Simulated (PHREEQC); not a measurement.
PHREEQC input (ion-association model, wateq4f.dat):

```
SOLUTION_MASTER_SPECIES
  An  An-  0  An  62.0  # stands for a non-complexing anion
SOLUTION_SPECIES
  An- = An-
    -log_k 0
    -gamma 3.0 0
PHASES
  Fix_H+
    H+ = H+
    -log_k 0
SOLUTION 1
  temp 25
  units mmol/kgw
  pH 7 charge
  Na 100
  An 100
END
SELECTED_OUTPUT 1
  -reset false
  -pH true
  -pe true
  -ionic_strength true
  -water true
  -totals Na
  -molalities Hfo_wOH Hfo_wOH2+ Hfo_wO- Hfo_sOH Hfo_sOH2+ Hfo_sO-
USER_PUNCH 1
  -headings sigma psi
  10 PUNCH EDL("sigma", "Hfo"), EDL("psi", "Hfo")
PRINT
  -reset false
USE solution 1
SURFACE 1
  Hfo_wOH 0.00741573 600 3.3
  Hfo_sOH 0.000185393
EQUILIBRIUM_PHASES 1
  Fix_H+ -3 HAn 10
    -force_equality true
  O2(g) -0.68 10
END
# ... the last block is repeated for the other 12 points of pH, with NaOH or the acid as the point needs
```

Selected output (columns that matter, 13 of 13 rows; pH added in front):

```
pH	mu	Na	m_Hfo_wOH	m_Hfo_wOH2+	m_Hfo_wO-	m_Hfo_sOH	m_Hfo_sOH2+	m_Hfo_sO-	sigma	psi
3	0.10494	0.1	0.00013738	0.0072783	5.9403e-08	3.4344e-06	0.00018196	1.4851e-09	0.36357	0.15179
3.67	0.10378	0.1	0.00054626	0.0068685	9.9527e-07	1.3657e-05	0.00017171	2.4882e-08	0.34305	0.14911
4.33	0.10305	0.1	0.0015542	0.0058521	9.4557e-06	3.8855e-05	0.0001463	2.3639e-07	0.29185	0.14104
5	0.10222	0.1	0.0030039	0.0043645	4.7363e-05	7.5098e-05	0.00010911	1.1841e-06	0.21565	0.12587
5.67	0.10146	0.1	0.0042881	0.0029866	0.00014105	0.0001072	7.4664e-05	3.5261e-06	0.14214	0.10513
6.33	0.10088	0.1	0.005106	0.002013	0.00029669	0.00012765	5.0326e-05	7.4173e-06	0.085736	0.080702
7	0.10046	0.1	0.0055188	0.0013978	0.00049918	0.00013797	3.4944e-05	1.2479e-05	0.044887	0.052437
7.67	0.10016	0.1	0.0056702	0.0010313	0.00071417	0.00014176	2.5783e-05	1.7854e-05	0.015843	0.021308
8.33	0.10008	0.10016	0.0056871	0.00078642	0.00094217	0.00014218	1.9661e-05	2.3554e-05	-0.0077799	-0.010693
9	0.10036	0.10072	0.0055893	0.00056938	0.0012569	0.00013973	1.4234e-05	3.1424e-05	-0.034346	-0.042476
9.67	0.10078	0.10151	0.0052806	0.00035989	0.001775	0.00013202	8.9972e-06	4.4375e-05	-0.070691	-0.071785
10.33	0.10152	0.10277	0.0046111	0.00018603	0.0026183	0.00011528	4.6508e-06	6.5457e-05	-0.1215	-0.097358
11	0.10326	0.10522	0.0034559	7.0352e-05	0.003889	8.6397e-05	1.7588e-06	9.7225e-05	-0.19076	-0.11942
```

The oxide is taken as insoluble; below pH 4 it would dissolve.
